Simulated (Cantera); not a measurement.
What does this Cantera script print?

```python
import numpy as np
import cantera as ct

gas_names = """
    C CO CO2 C2 C2O C3 C3O2 C4 C5 Cu CuO Cu2 O O2 O3
""".split()
cond_names = """
    C(gr) Cu(cr) Cu(L) CuO(s) Cu2O(s) Cu2O(L)
""".split()


# ... load() reads the species with a 1 bar reference pressure and builds the phases ...
atoms = {
    'CuO': {'Cu': 1, 'O': 1},
    'C': {'C': 1},
    'CO': {'C': 1, 'O': 1},
}
top_T = {'C(gr)': 4500, 'CuO(s)': 1390}  # K; cautious upper limits of use, not melting points


# ... equilibrate(T, P, feed) seeds the gas with the atoms and calls Mixture.equilibrate('TP', solver="vcs", rtol=1e-11, max_steps=5000) ...
results = []
feed = {'CuO': 1, 'C': 0.74, 'CO': 0.12}  # mol
P = 47  # Pa
for T in [1423, 1523, 1623, 1723, 1823, 1923, 2023, 2123, 2223, 2323, 2423]:
    mix = equilibrate(T, P, feed)
    results.append((T, P, feed, dict(zip(mix.species_names, mix.species_moles))))
    x = sorted(zip(gas.X, gas.species_names), reverse=True)
    print(f"T = {T:g} K  P = {P:g} Pa  gas = {mix.phase_moles(0):.4g} mol")
    print("   x: " + "  ".join(f"{s} {v:.3e}" for v, s in x if v > 0.0001))
    print("   condensed (mol): " + ("  ".join(f"{mix.phase(i).name} {mix.phase_moles(i):.4g}"
          for i in range(1, mix.n_phases) if mix.phase_moles(i) > 1e-12) or "none"))
```

It prints:

```
T = 1423 K  P = 47 Pa  gas = 0.8638 mol
   x: CO 6.946e-01  CO2 3.010e-01  Cu 4.451e-03
   condensed (mol): Cu(L) 0.9962
T = 1523 K  P = 47 Pa  gas = 0.8826 mol
   x: CO 6.798e-01  CO2 2.946e-01  Cu 2.562e-02
   condensed (mol): Cu(L) 0.9774
T = 1623 K  P = 47 Pa  gas = 0.9753 mol
   x: CO 6.152e-01  CO2 2.666e-01  Cu 1.182e-01
   condensed (mol): Cu(L) 0.8846
T = 1723 K  P = 47 Pa  gas = 1.577 mol
   x: Cu 4.539e-01  CO 3.805e-01  CO2 1.649e-01  Cu2 6.137e-04
   condensed (mol): Cu(L) 0.2823
T = 1823 K  P = 47 Pa  gas = 1.859 mol
   x: Cu 5.370e-01  CO 3.228e-01  CO2 1.397e-01  Cu2 4.071e-04
   condensed (mol): none
T = 1923 K  P = 47 Pa  gas = 1.86 mol
   x: Cu 5.371e-01  CO 3.231e-01  CO2 1.392e-01  O 2.245e-04  Cu2 2.084e-04  O2 1.808e-04
   condensed (mol): none
T = 2023 K  P = 47 Pa  gas = 1.864 mol
   x: Cu 5.363e-01  CO 3.250e-01  CO2 1.364e-01  O 1.138e-03  O2 9.583e-04  Cu2 1.135e-04
   condensed (mol): none
T = 2123 K  P = 47 Pa  gas = 1.876 mol
   x: Cu 5.330e-01  CO 3.320e-01  CO2 1.265e-01  O 4.593e-03  O2 3.736e-03
   condensed (mol): none
T = 2223 K  P = 47 Pa  gas = 1.904 mol
   x: Cu 5.249e-01  CO 3.479e-01  CO2 1.037e-01  O 1.397e-02  O2 9.385e-03
   condensed (mol): none
T = 2323 K  P = 47 Pa  gas = 1.95 mol
   x: Cu 5.126e-01  CO 3.688e-01  CO2 7.218e-02  O 3.168e-02  O2 1.467e-02  CuO 1.096e-04
   condensed (mol): none
T = 2423 K  P = 47 Pa  gas = 2.003 mol
   x: Cu 4.991e-01  CO 3.864e-01  O 5.603e-02  CO2 4.293e-02  O2 1.537e-02  CuO 1.018e-04
   condensed (mol): none
```

Cantera equilibrium calculation (NASA polynomials, part measured and part estimated; ideal gas, pure solids and liquids).
